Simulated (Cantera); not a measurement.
A perfectly stirred reactor is fed with 4.40 % H₂, 95.6 % O₂, equivalence ratio 0.023, at 24.8 Torr; it is held at 1025 K, and followed from long to short residence time.

Detailed kinetics in Cantera: GRI-Mech 3.0 (53 species, 325 reactions). Radical loss at walls, strong at low pressure, is not modelled. The temperature is held fixed by assumption; the heat of reaction is taken as removed at once.

x: mole fraction; the columns are a selection and need not sum to one.

| τ (s) | x H₂ | x O₂ | x HO₂ | x H₂O | x H₂O₂ |
|---|---|---|---|---|---|
| 0.35 | 0.000505 | 0.954 | 5.17e-6 | 0.0442 | … |
| 0.18 | 0.000731 | 0.953 | 6.47e-6 | 0.0439 | … |
| 0.095 | 0.00104 | 0.953 | 7.89e-6 | 0.0434 | … |
| 0.050 | 0.00148 | 0.952 | 9.43e-6 | 0.0428 | … |
| 0.026 | 0.00212 | 0.951 | 1.10e-5 | 0.0418 | … |
| 0.014 | 0.00299 | 0.949 | 1.25e-5 | 0.0404 | … |
| 0.0071 | 0.00439 | 0.947 | 1.38e-5 | 0.0382 | … |

Question: Some entries are withheld; supply them.

Answer: 
- 0.35, x H₂O₂: 2.24e-7
- 0.18, x H₂O₂: 2.61e-7
- 0.095, x H₂O₂: 3.04e-7
- 0.050, x H₂O₂: 3.53e-7
- 0.026, x H₂O₂: 4.09e-7
- 0.014, x H₂O₂: 4.68e-7
- 0.0071, x H₂O₂: 5.35e-7
